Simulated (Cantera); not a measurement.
An isothermal, constant-pressure homogeneous reactor starts with N2O : N2 = 1 : 0.67 (molar parts), at 1225 K and 105 Torr.

Cantera simulation using GRI-Mech 3.0 (53 species, 325 reactions); the numbers are that mechanism's predictions, not measurements. GRI-Mech 3.0 was tuned for natural gas; its chemistry of N2O as a main component is partial and can be far from experiment. The mechanism lacks the step 2 NO + O2 → 2 NO2, which can matter for NO2 below about 1400 K. The temperature is held fixed by assumption; the heat of reaction is taken as removed at once.

### Question
Predict: x(N2O) at 5.00 s; x(O) at 5.00 s; x(NO) at 5.00 s; x(NO2) at 5.00 s; x(N2) at 5.00 s; x(O2) at 5.00 s.

### Answer
- x(N2O) at 5.00 s: 0.267 (gas-phase equilibrium 6.26e-9)
- x(O) at 5.00 s: 2.48e-6 (gas-phase equilibrium 5.43e-8)
- x(NO) at 5.00 s: 0.0290 (gas-phase equilibrium 0.000245)
- x(NO2) at 5.00 s: 4.45e-5 (gas-phase equilibrium 1.44e-6)
- x(N2) at 5.00 s: 0.591 (gas-phase equilibrium 0.769)
- x(O2) at 5.00 s: 0.113 (gas-phase equilibrium 0.230)
